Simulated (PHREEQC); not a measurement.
Solution (20 °C and 100 atm): 5.9 mmol/kgw HF, 27 mmol/kgw NH4HF2, 8.4 mmol/kgw H2SiF6 and 22 mmol/kgw H2SO4. Closed to the air; pH follows from the charge balance.

The numbers come from PHREEQC with the ion-association model, phreeqc.dat.

| quantity | before | after |
|---|---|---|
| pH | 1.65 | 1.96 |
| ionic strength (mol/kgw) | 0.0715 | 0.0856 |
| HF (mol/kgw) | 0.0564 | 0.0986 |
| SO4-2 (mol/kgw) | 0.0107 | 0.0131 |
| HSO4- (mol/kgw) | 0.00991 | 0.00570 |
| F- (mol/kgw) | 0.00248 | 0.00903 |
| SI of Quartz (SiO2) | -5.83 | -7.94 |

Question: Which change was made?
(A) NH4HF2 from 0.027 to 0.054 mol/kgw
(B) diluted 5-fold with water
(C) NH4HF2 left out
(D) H2SO4 from 0.022 to 0.11 mol/kgw
(E) temperature from 20 to 35 °C

Answer: A, NH4HF2 from 0.027 to 0.054 mol/kgw

No solid was allowed to form. Under pressure, the constants of complexes without a molar volume in the database are unreliable. SiF6-2 is the database's only silicon fluoride.
